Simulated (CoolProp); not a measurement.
Properties of CH2F2 (R32) along the isobar 2140 kPa.

Values from CoolProp's reference Helmholtz-energy equation of state, Tillner-Roth 1997.

```
T (°C)   phase  cv (kJ/(kg K))  speed of sound (m/s)  Joule-Thomson coefficient (K/MPa)  isothermal compressibility (1/MPa)  conductivity (mW/(m K))  fugacity coefficient
------  ------  --------------  --------------------  ---------------------------------  ----------------------------------  -----------------------  --------------------
7.85    liquid          0.9423                 664.6                          -0.001029                            0.004129                      149                0.4198
23.25   liquid          0.9549                 571.8                             0.1667                            0.006272                      136                0.6127
38.65      gas          0.9539                 204.9                              20.42                              0.6982                     19.3                0.7858
54.05      gas          0.8825                 219.2                              17.64                              0.6186                     19.7                0.8206
69.45      gas          0.8578                 230.2                              15.34                              0.5783                     20.7                0.8480
84.85      gas          0.8519                 239.6                              13.43                              0.5534                     21.8                0.8701
100.25     gas          0.8560                 247.9                              11.83                              0.5363                     23.2                0.8882
115.65     gas          0.8662                 255.4                              10.48                              0.5239                     24.6                0.9033
131.05     gas          0.8804                 262.4                              9.333                              0.5145                     26.1                0.9159
146.45     gas          0.8970                 268.9                              8.356                              0.5071                     27.8                0.9267
161.85     gas          0.9154                 275.0                              7.517                              0.5012                     29.4                0.9359
```

Thermal conductivity comes from a separate model (Huber 2003), an estimate that may be off by 10 % or more.
